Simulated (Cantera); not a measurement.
**Silicon carbide growth: SiH2Cl2 + C2H4 + H2**

Input: 1 mol SiH2Cl2, 0.05 mol C2H4, 290 mol H2, equilibrated at 5.48 Torr.

Cantera equilibrium calculation (NASA polynomials, part measured and part estimated; ideal gas, pure solids and liquids). Candidate condensed phases: C, C6H6, C7H8, C8H18, Si, SiC; 109 gas species. Mutual solubility and eutectic melting of coexisting phases are not modelled. The tables' values for SiCl are old estimates; treat these amounts as uncertain. Gases not in the tables: Si2H6 and higher silanes. The numbers say what is thermodynamically allowed, not how fast it happens.

| T (K) | log p H2 | log p H | log p HCl | log p Si | log p Cl | log p SiH | log p SiCl2 | log p C2H2 (acetylene) | n Si(s) | n SiC(s) | n Si(l) |
|---|---|---|---|---|---|---|---|---|---|---|---|
| 1548 | -2.14 | -5.58 | -4.32 | -7.50 | -7.86 | -8.14 | -5.98 | -11.06 | 0.855 | 0.1000 | 0 |
| 1648 | -2.14 | -5.12 | -4.32 | -6.59 | -7.41 | -7.39 | -5.95 | -10.31 | 0.840 | 0.0999 | 0 |
| 1748 | -2.14 | -4.71 | -4.32 | -5.84 | -7.01 | -6.78 | -5.98 | -9.54 | 0 | 0.0995 | 0.782 |
| 1848 | -2.14 | -4.35 | -4.32 | -5.20 | -6.65 | -6.28 | -6.04 | -8.78 | 0 | 0.0964 | 0.561 |
| 1948 | -2.15 | -4.02 | -4.32 | -4.73 | -6.32 | -5.91 | -6.19 | -7.93 | 0 | 0.0822 | 0 |
| 2048 | -2.15 | -3.73 | -4.32 | -4.69 | -6.03 | -5.98 | -6.70 | -6.37 | 0 | 0.0321 | 0 |
| 2148 | -2.16 | -3.46 | -4.33 | -4.65 | -5.77 | -6.04 | -7.19 | -6.03 | 0 | 0 | 0 |
| 2248 | -2.18 | -3.22 | -4.35 | -4.65 | -5.53 | -6.13 | -7.67 | -5.99 | 0 | 0 | 0 |
log p: log10 of the partial pressure in bar; n: condensed amount in mol.

From 1548 K to 1648 K the condensed part is Si(s) + SiC(s). From 1748 K to 1848 K the condensed part is Si(l) + SiC(s). From 1948 K to 2048 K the condensed part is SiC(s). From 2148 K to 2248 K nothing is condensed. The main Si-bearing gas is SiCl2 at 1548 K and Si at 2248 K.
